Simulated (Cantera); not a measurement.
An adiabatic, constant-pressure homogeneous reactor starts with 29.6 % H2, 14.8 % O2, 55.6 % N2, equivalence ratio 1.0, at 1125 K and 9.18 atm.

Model: the H2/O2 subset of GRI-Mech 3.0, which has no nitrogen chemistry, integrated in Cantera. The hydrogen kinetics of GRI-Mech 3.0 are dated; newer H2 mechanisms differ, most at raised pressure.

One state of this run: T (K) = 2891; x H2 = 0.0295; x O2 = 0.0102; x H2O2 = 1.33e-6; x O = 0.00256; x OH = 0.0193; x H = 0.00633. x: mole fraction; the columns are a selection and need not sum to one.

**Question.** Which value of t (s) does it belong to?
(A) 0.000164
(B) 1.10
(C) 5.44e-5
(D) 6.00e-6

**Answer.** B, 1.10
